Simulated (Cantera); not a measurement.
Premixed flame

A freely propagating, adiabatic, planar premixed flame of CH4 : O2 : N2 = 1 : 1.67 : 6.27 (molar parts), unburnt at 575 K and 1.00 atm; mixture-averaged transport, grid criteria slope 0.08 and curve 0.16, no radiation.

Model: GRI-Mech 3.0 (53 species, 325 reactions), integrated in Cantera. Burning velocities carry a grid error of a few per cent, more on coarse grids.

```
z (mm)   T (K)  u (m/s)     x CH4     x O2     x NO    x HCN    x HCO       x H
-------  -----  -------  --------  -------  -------  -------  -------  --------
-1.02      575     1.11     0.112    0.186    <1e-8    <1e-8    <1e-8     <1e-8
-0.680     577     1.12     0.111    0.186    <1e-8    <1e-8    <1e-8     <1e-8
-0.510     588     1.14     0.110    0.184  5.08e-8  1.77e-8    <1e-8     <1e-8
-0.340     663     1.30     0.104    0.178  4.91e-7  2.18e-7    <1e-8   1.60e-6
-0.170    1099     2.20    0.0717    0.141  5.00e-6  2.65e-6  1.43e-6  0.000156
-0.0850   1514     3.07    0.0385   0.0969  1.15e-5  6.75e-6  2.27e-5   0.00100
0         1882     3.85   0.00971   0.0488  2.30e-5  1.38e-5  6.54e-5   0.00413
0.0850    2045     4.19  0.000954   0.0207  3.93e-5  1.51e-5  2.92e-5   0.00820
0.170     2087     4.26   5.34e-5   0.0105  5.22e-5  8.77e-6  3.15e-6    0.0104
0.340     2118     4.31   1.52e-7  0.00590  6.31e-5  2.02e-6  1.28e-7    0.0109
0.680     2155     4.37     <1e-8  0.00443  7.00e-5  1.58e-7  9.39e-8   0.00962
1.36      2200     4.45     <1e-8  0.00323  7.81e-5    <1e-8  7.06e-8   0.00752
2.72      2247     4.53     <1e-8  0.00201  8.98e-5    <1e-8  4.84e-8   0.00533
```
x: mole fraction of selected species; z is measured from the peak of heat release.

```
Quantity                     Value
------------------------  --------
laminar burning velocity  111 cm/s
thermal thickness         0.340 mm
peak x(HCN)                1.61e-5
peak x(HCO)                6.56e-5
peak x(H)                   0.0110
grid points                    153
```
